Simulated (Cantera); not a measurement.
Silicon nitride deposition: SiH4 + N2

Feed: 1 mol SiH4, 2.8 mol N2, equilibrated at 0.308 Torr.

Method: chemical equilibrium by Gibbs-energy minimisation in Cantera with the NASA 1993 tables (ideal gas, pure condensed phases). Candidate condensed phases: Si, Si3N4; 18 gas species. N2 is the only nitrogen source here; it is nearly inert below about 1500 K, so the nitride shown seldom forms there in practice. The tables' values for SiN are old estimates; treat these amounts as uncertain. Kinetics and transport are ignored.

```
T (K)   x N2   x H2       x H      x Si     x SiH    x Si2N  n Si3N4(s)  n Si(s)  n Si(l)
-----  -----  -----  --------  --------  --------  --------  ----------  -------  -------
975    0.516  0.484   3.93e-8    <1e-12    <1e-12    <1e-12       0.333        0        0
1050   0.516  0.484   2.79e-7    <1e-12    <1e-12    <1e-12       0.333        0        0
1125   0.516  0.484   1.53e-6    <1e-12    <1e-12    <1e-12       0.333        0        0
1200   0.516  0.484   6.78e-6  8.89e-12  1.88e-12    <1e-12       0.333        0        0
1275   0.516  0.484   2.53e-5  5.31e-10  7.14e-11    <1e-12       0.333        0        0
1350   0.516  0.484   8.19e-5   2.00e-8   1.80e-9  3.85e-11       0.333        0        0
1425   0.516  0.484  0.000234   5.14e-7   3.21e-8   2.40e-9       0.333        0        0
1500   0.516  0.483  0.000604   9.47e-6   4.28e-7   9.81e-8       0.333        0        0
1575   0.516  0.483   0.00143  0.000132   4.43e-6   2.79e-6       0.333        0        0
1650   0.582  0.414   0.00289  0.000653   1.56e-5   1.28e-5           0    0.997        0
1725   0.580  0.411   0.00588   0.00248   4.60e-5   3.73e-5           0        0    0.987
```
x: gas mole fraction; n: condensed amount in mol.

From 975 K to 1575 K the condensed part is Si3N4(s). At 1650 K the condensed part is Si(s). At 1725 K the condensed part is Si(l).
